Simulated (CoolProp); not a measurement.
R115 at several states: density (kg/m³) from the reference equation and from simpler models built on Tc = 80.0 °C, pc = 3129 kPa, ω = 0.248; each cubic takes its own stable root.

The numbers come from the reference Helmholtz-energy equation of state, Lemmon 2016 in CoolProp.

```csv
T (°C),p (kPa),phase,reference,van der Waals,Redlich-Kwong,Soave-Redlich-Kwong,Peng-Robinson
-41.35,52.9,gas,4.336,4.298,4.321,4.330,4.334
-81.95,5260,liquid,1701,1082,1581,1613,1814
-74.45,13000,liquid,1695,1102,1588,1617,1815
125.35,3440,supercritical,225.7,234.3,232.0,221.9,231.2
108.95,579,gas,29.57,29.54,29.68,29.61,29.81
-34.05,274,liquid,1529,22.86,1395,1448,1638
```

At some of these states van der Waals gives the other phase, because its saturation line lies elsewhere.
